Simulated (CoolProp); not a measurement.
Properties of ethylene along the isotherm 316.1 K (Tc = 282.4 K, pc = 5.042 MPa, ω = 0.087).

Model: reference Helmholtz-energy equation of state, Smukala 2000, in CoolProp.

```
p (MPa)          phase  density (kg/m³)  cv (kJ/(kg K))  speed of sound (m/s)  expansivity (1/kK)  fugacity coefficient
-------  -------------  ---------------  --------------  --------------------  ------------------  --------------------
0.504              gas            5.512           1.303                 334.3               3.416                0.9764
1.01               gas              ___           1.314                 329.0               3.703                0.9530
1.51               gas            17.41           1.326                 323.8               4.028                0.9301
2.02               gas            23.97           1.339                 318.3               4.410                0.9069
2.52               gas            30.83           1.353                 312.9               4.848                0.8844
3.03               gas            38.32           1.368                 307.3               5.374                0.8617
3.53               gas            46.24           1.384                 301.7               5.989                0.8396
4.03               gas              ___           1.401                 296.2               6.731                0.8177
4.54               gas            64.39           1.420                 290.5               7.658                0.7955
5.04               gas            74.76           1.440                 285.1               8.788                   ___
5.55     supercritical            86.56           1.463                 279.9               10.24                0.7520
6.05     supercritical            99.63           1.486                 275.2               12.04                   ___
6.55     supercritical            114.5           1.511                 271.4               14.32                0.7095
7.06     supercritical            132.0           1.535                 269.0               17.14                0.6881
7.56     supercritical            151.5           1.557                 269.0               20.17                0.6673
```

### Question
Fill in the missing entries.

### Answer

- 1.01, density (kg/m³): 11.33
- 4.03, density (kg/m³): 54.82
- 5.04, fugacity coefficient: 0.7739
- 6.05, fugacity coefficient: 0.7307
